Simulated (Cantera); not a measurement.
NO annealing gas

An isothermal, constant-pressure homogeneous reactor starts with 13.9 % NO, 86.1 % N2, at 1750 K and 1.00 atm.

Detailed kinetics in Cantera: GRI-Mech 3.0 (53 species, 325 reactions).

| t (s) | x NO | x N2O | x N2 | x O2 | x NO2 | x O |
|---|---|---|---|---|---|---|
| 4.00e-6 | 0.139 | 1.14e-8 | 0.861 | 1.20e-12 | 4.25e-10 | 1.10e-8 |
| 2.01e-5 | 0.139 | 5.70e-8 | 0.861 | 2.74e-11 | 9.60e-9 | 4.78e-8 |
| 0.000101 | 0.139 | 2.82e-7 | 0.861 | 4.85e-10 | 1.55e-7 | 1.37e-7 |
| 0.000504 | 0.139 | 1.32e-6 | 0.861 | 6.90e-9 | 1.29e-6 | 2.71e-7 |
| 0.00253 | 0.139 | 4.74e-6 | 0.861 | 2.63e-7 | 8.34e-6 | 9.41e-7 |
| 0.0127 | 0.139 | 7.86e-6 | 0.861 | 1.68e-5 | 3.04e-5 | 2.84e-6 |
| 0.0635 | 0.138 | 7.90e-6 | 0.861 | 0.000167 | 3.40e-5 | 3.15e-6 |
| 0.318 | 0.137 | 7.72e-6 | 0.862 | 0.000924 | 4.05e-5 | 3.76e-6 |
| 1.60 | 0.130 | 6.90e-6 | 0.866 | 0.00458 | 6.07e-5 | 5.86e-6 |
| 8.00 | 0.100 | 4.14e-6 | 0.880 | 0.0192 | 8.71e-5 | 1.07e-5 |
x: mole fraction; the columns are a selection and need not sum to one.

Equilibrium at this temperature and pressure: NO 0.00217, N2O 1.38e-7, N2 0.929, O2 0.0683, NO2 3.48e-6, O 1.95e-5 (gas phase only).
